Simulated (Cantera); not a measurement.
## MgO + HBr (oxide etching and cleaning by halides)

Feed: 1 mol MgO, 3.7 mol HBr, held at 0.0668 Torr.

Equilibrium computed with Cantera from the NASA thermochemical tables; the gas is ideal and each condensed phase is pure. Candidate condensed phases: Br2, H2O, Mg, MgBr2, MgO, Mg(OH)2; 20 gas species. The numbers say what is thermodynamically allowed, not how fast it happens.

From 1075 K to 1475 K the condensed part is MgO(s). The main Mg-bearing gas is MgBr2 throughout. The share of Mg in condensed phases is highest at 1075 K (90.1 %) and lowest at 1475 K (64.1 %).

| T (K) | x HBr | x Br | x H2 | x H2O | x MgBr2 | x H | n MgO(s) |
|---|---|---|---|---|---|---|---|
| 1075 | 0.924 | 0.0153 | 0.00778 | 0.0264 | 0.0264 | 1.37e-7 | 0.901 |
| 1125 | 0.893 | 0.0249 | 0.0126 | 0.0346 | 0.0346 | 5.28e-7 | 0.871 |
| 1175 | 0.855 | 0.0384 | 0.0193 | 0.0435 | 0.0435 | 1.81e-6 | 0.836 |
| 1225 | 0.809 | 0.0568 | 0.0285 | 0.0529 | 0.0529 | 5.58e-6 | 0.798 |
| 1275 | 0.755 | 0.0803 | 0.0403 | 0.0622 | 0.0622 | 1.57e-5 | 0.760 |
| 1325 | 0.694 | 0.109 | 0.0547 | 0.0707 | 0.0707 | 4.06e-5 | 0.723 |
| 1375 | 0.629 | 0.144 | 0.0718 | 0.0778 | 0.0778 | 9.73e-5 | 0.690 |
| 1425 | 0.561 | 0.182 | 0.0910 | 0.0831 | 0.0830 | 0.000218 | 0.662 |
| 1475 | 0.492 | 0.224 | 0.112 | 0.0862 | 0.0860 | 0.000459 | 0.641 |
x: gas mole fraction; n: condensed amount in mol.
